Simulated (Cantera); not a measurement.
A Cantera script and its output.

```python
import numpy as np
import cantera as ct

gas = ct.Solution("h2o2.yaml")
gas.TPX = 550, 11000, {'H2': 1, 'O2': 0.926, 'N2': 3.15}
flame = ct.FreeFlame(gas, width=0.19)
flame.set_refine_criteria(ratio=3, slope=0.08, curve=0.16)
flame.transport_model = "mixture-averaged"
flame.solve(loglevel=0, auto=True)
z, T = flame.grid, flame.T
thick = (T[-1] - T[0]) / np.gradient(T, z).max()
show = ['H2', 'O2', 'H', 'OH', 'H2O', 'H2O2']
print(f"laminar burning velocity  {flame.velocity[0] * 100:.3f} cm/s")
print(f"burnt temperature         {T[-1]:.1f} K")
print(f"thermal thickness         {thick * 1e3:.4f} mm")
print(f"grid points               {len(z)}")
z0 = z[flame.heat_release_rate.argmax()]
print(f"{'z/mm':>9s}{'T/K':>9s}{'u/(m/s)':>9s}" + "".join(f"{s:>11s}" for s in show))
rows = []
for k in (-3, -2, -1.5, -1, -0.5, -0.25, 0, 0.25, 0.5, 1, 2, 4, 8):
    zz = z0 + k * thick
    rows.append([k * thick, np.interp(zz, z, T), np.interp(zz, z, flame.velocity),
                 *(np.interp(zz, z, flame.X[gas.species_index(s)]) for s in show)])
    print(f"{rows[-1][0] * 1e3:9.3f}{rows[-1][1]:9.1f}{rows[-1][2]:9.3f}" + "".join(f"{x:11.3e}" for x in rows[-1][3:]))
```

It prints:

```
laminar burning velocity  347.996 cm/s
burnt temperature         1992.5 K
thermal thickness         7.3517 mm
grid points               130
     z/mm      T/K  u/(m/s)         H2         O2          H         OH        H2O       H2O2
  -22.055    550.0    3.480  1.970e-01  1.824e-01  4.715e-16  1.700e-18  1.054e-14  1.496e-16
  -14.703    550.0    3.480  1.970e-01  1.824e-01  1.873e-12  3.302e-15  4.546e-12  1.301e-14
  -11.028    550.0    3.480  1.970e-01  1.824e-01  3.100e-10  4.001e-13  3.045e-10  1.297e-12
   -7.352    550.0    3.480  1.970e-01  1.824e-01  1.610e-07  7.534e-10  1.351e-07  1.009e-09
   -3.676    566.8    3.573  1.929e-01  1.825e-01  3.139e-04  5.714e-05  1.184e-03  1.751e-06
   -1.838    719.1    4.459  1.649e-01  1.788e-01  6.343e-03  3.832e-04  1.589e-02  1.425e-06
    0.000   1055.1    6.369  7.314e-02  1.429e-01  3.285e-02  2.653e-03  9.269e-02  8.902e-07
    1.838   1292.2    7.730  2.021e-02  1.036e-01  3.990e-02  6.344e-03  1.583e-01  1.038e-06
    3.676   1407.2    8.370  1.485e-02  9.671e-02  3.308e-02  8.159e-03  1.704e-01  7.848e-07
    7.352   1533.4    9.049  1.349e-02  9.403e-02  2.371e-02  1.009e-02  1.782e-01  4.688e-07
   14.703   1661.2    9.719  1.134e-02  9.224e-02  1.494e-02  1.149e-02  1.866e-01  2.465e-07
   29.407   1778.7   10.319  8.339e-03  9.128e-02  7.968e-03  1.172e-02  1.952e-01  1.317e-07
   58.814   1873.7   10.794  5.167e-03  9.114e-02  3.434e-03  1.047e-02  2.030e-01  7.609e-08
```

Detailed kinetics in Cantera: the H2/O2 subset of GRI-Mech 3.0, which has no nitrogen chemistry. Burning velocities carry a grid error of a few per cent, more on coarse grids. Lean hydrogen flames are cellular in practice and burn faster than this planar one.
